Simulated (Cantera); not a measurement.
## Silicon carbide growth: (CH3)2SiCl2 + C2H4 + H2

Input: 1 mol (CH3)2SiCl2, 0.38 mol C2H4, a varied amount of H2, equilibrated at 2202 °C and 10.0 mbar.

Method: chemical equilibrium by Gibbs-energy minimisation in Cantera with the NASA 1993 tables (ideal gas, pure condensed phases). Candidate condensed phases: C, C6H6, C7H8, C8H18, Si, SiC; 109 gas species. The feed counts by its element totals alone. The tables' values for SiCl are old estimates; treat these amounts as uncertain. Gases not in the tables: Si2H6 and higher silanes. The numbers say what is thermodynamically allowed, not how fast it happens.

From 91 mol H2 to 130 mol H2 the condensed part is C(graphite). From 160 mol H2 to 510 mol H2 nothing is condensed. The main Si-bearing gas is Si throughout.

```tsv
n(H2) (mol)	log p H2	log p H	log p HCl	log p C2H2 (acetylene)	log p Si	log p Cl	log p SiC2	n C(graphite)
91	-2.11	-2.71	-3.80	-4.13	-4.15	-4.54	-4.76	0.719
110	-2.11	-2.70	-3.88	-4.12	-4.22	-4.62	-4.84	0.383
130	-2.11	-2.70	-3.95	-4.12	-4.29	-4.69	-4.91	0.0284
160	-2.11	-2.70	-4.04	-4.20	-4.36	-4.78	-5.05	0
200	-2.11	-2.70	-4.13	-4.28	-4.44	-4.88	-5.22	0
240	-2.11	-2.70	-4.21	-4.35	-4.51	-4.95	-5.36	0
290	-2.10	-2.70	-4.29	-4.42	-4.58	-5.03	-5.50	0
350	-2.10	-2.70	-4.37	-4.50	-4.65	-5.11	-5.65	0
420	-2.10	-2.70	-4.45	-4.57	-4.72	-5.19	-5.80	0
510	-2.10	-2.70	-4.53	-4.65	-4.80	-5.28	-5.96	0
```
log p: log10 of the partial pressure in bar; n: condensed amount in mol.
